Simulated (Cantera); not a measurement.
## Premixed flame

A freely propagating, adiabatic, planar premixed flame of CO : H₂ : O₂ : N₂ = 1 : 0.044 : 0.715 : 2.69 (molar parts), equivalence ratio 0.73, unburnt at 600 K and 10.0 bar; multicomponent+Soret transport, grid criteria slope 0.08 and curve 0.16, no radiation.

Computed with Cantera and GRI-Mech 3.0 (53 species, 325 reactions). The hydrogen kinetics of GRI-Mech 3.0 are dated; newer H2 mechanisms differ, most at raised pressure. Burning velocities carry a grid error of a few per cent, more on coarse grids.

```csv
z (mm),T (K),u (m/s),x CO,x H₂,x O₂,x HO₂,x NO,x CO₂
-0.301,600,0.451,0.225,0.00959,0.161,1.49e-8,<1e-8,6.26e-7
-0.201,601,0.451,0.225,0.00895,0.161,2.43e-7,<1e-8,1.49e-5
-0.151,604,0.453,0.225,0.00820,0.161,1.07e-6,<1e-8,8.09e-5
-0.100,624,0.467,0.224,0.00665,0.161,7.78e-6,6.68e-8,0.000805
-0.0502,810,0.601,0.210,0.00387,0.154,0.000106,1.60e-6,0.0136
-0.0251,1149,0.838,0.176,0.00216,0.137,0.000245,9.95e-6,0.0489
0,1573,1.12,0.122,0.000673,0.107,0.000103,2.67e-5,0.111
0.0251,1856,1.29,0.0788,0.000293,0.0842,4.71e-5,5.14e-5,0.162
0.0502,2016,1.38,0.0555,0.000268,0.0729,2.69e-5,7.93e-5,0.189
0.100,2171,1.47,0.0358,0.000217,0.0642,1.24e-5,0.000132,0.212
0.201,2284,1.53,0.0220,0.000140,0.0585,5.40e-6,0.000221,0.229
0.401,2353,1.57,0.0129,8.43e-5,0.0547,2.95e-6,0.000354,0.239
0.803,2386,1.59,0.00850,5.71e-5,0.0527,2.27e-6,0.000549,0.244
```
x: mole fraction of selected species; z is measured from the peak of heat release.

The laminar burning velocity is 45.1 cm/s. The thermal thickness is 0.100 mm and the peak x(HO₂) is 0.000249. The grid points is 118.
